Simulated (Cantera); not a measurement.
An adiabatic, constant-volume homogeneous reactor starts with CH4 : CO : O2 : N2 = 1 : 0.25 : 5.59 : 21 (molar parts), equivalence ratio 0.38, at 1600 K and 1.00 bar. Integrator tolerance rtol = 1e-08.

Detailed kinetics in Cantera: GRI-Mech 3.0 (53 species, 325 reactions).

What does this change do: initial temperature 1600 to 1125 K?


```tsv
quantity	before	after
time of steepest temperature rise	0.371 ms	85.1 ms
temperature at 1.00 s	2481 K	2158 K
equilibrium temperature	2481 K	2158 K
x(CH4) at 1.00 s	<1e-12 (gas-phase equilibrium <1e-12)	<1e-12 (gas-phase equilibrium <1e-12)
x(CO) at 1.00 s	0.00330 (gas-phase equilibrium 0.00330)	0.000421 (gas-phase equilibrium 0.000419)
x(O2) at 1.00 s	0.114 (gas-phase equilibrium 0.114)	0.120 (gas-phase equilibrium 0.120)
x(C2H2) at 1.00 s	<1e-12 (gas-phase equilibrium <1e-12)	<1e-12 (gas-phase equilibrium <1e-12)
x(O) at 1.00 s	0.00360 (gas-phase equilibrium 0.00360)	0.000520 (gas-phase equilibrium 0.000518)
```

What does this change do: initial temperature 1600 to 950 K?


```tsv
quantity	before	after
time of steepest temperature rise	0.371 ms	not reached
temperature at 1.00 s	2481 K	951 K
equilibrium temperature	2481 K	2023 K
x(CH4) at 1.00 s	<1e-12 (gas-phase equilibrium <1e-12)	0.0358 (gas-phase equilibrium <1e-12)
x(CO) at 1.00 s	0.00330 (gas-phase equilibrium 0.00330)	0.00898 (gas-phase equilibrium 0.000143)
x(O2) at 1.00 s	0.114 (gas-phase equilibrium 0.114)	0.201 (gas-phase equilibrium 0.122)
x(C2H2) at 1.00 s	<1e-12 (gas-phase equilibrium <1e-12)	1.10e-11 (gas-phase equilibrium <1e-12)
x(O) at 1.00 s	0.00360 (gas-phase equilibrium 0.00360)	1.02e-10 (gas-phase equilibrium 0.000192)
```
Below about 1000 K GRI-Mech 3.0 lacks low-temperature oxidation paths.
